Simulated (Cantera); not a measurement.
Source: NASA polynomial tables (part measured, part estimated), evaluated in Cantera. Values are per mole of reaction as written; species without (g) are pure solids or liquids, kept so even where they would boil at 1 bar.

V2O4 + 4 H2O(g) ⇌ 4 H2O2(g) + 2 V, with ΔH° = 1849.2 kJ and ΔS° = 136.9 J/K at 300 K.

### Question
How far is the shortcut ΔG° ≈ ΔH°(300 K) − T·ΔS°(300 K) from the full temperature-dependent value at 2173, 2223, 2273, 2323, 2373, 2423, 2473, 2523, 2573, 2623 K?

### Answer
| T (K) | shortcut (kJ) | full (kJ) | difference (kJ) | difference in log10 K | condensed phases |
|---|---|---|---|---|---|
| 2173 | 1551.6 | 1682.6 | -131.0 | 3.15 | V2O4(l), V(s) |
| 2223 | 1544.8 | 1681.9 | -137.2 | 3.22 | V2O4(l), V(l) |
| 2273 | 1537.9 | 1680.9 | -143.0 | 3.29 | V2O4(l), V(l) |
| 2323 | 1531.1 | 1679.9 | -148.8 | 3.35 | V2O4(l), V(l) |
| 2373 | 1524.2 | 1679.0 | -154.7 | 3.41 | V2O4(l), V(l) |
| 2423 | 1517.4 | 1678.0 | -160.6 | 3.46 | V2O4(l), V(l) |
| 2473 | 1510.5 | 1677.1 | -166.6 | 3.52 | V2O4(l), V(l) |
| 2523 | 1503.7 | 1676.3 | -172.6 | 3.57 | V2O4(l), V(l) |
| 2573 | 1496.8 | 1675.5 | -178.6 | 3.63 | V2O4(l), V(l) |
| 2623 | 1490.0 | 1674.7 | -184.7 | 3.68 | V2O4(l), V(l) |
The shortcut ignores heat capacities and the phase changes listed.
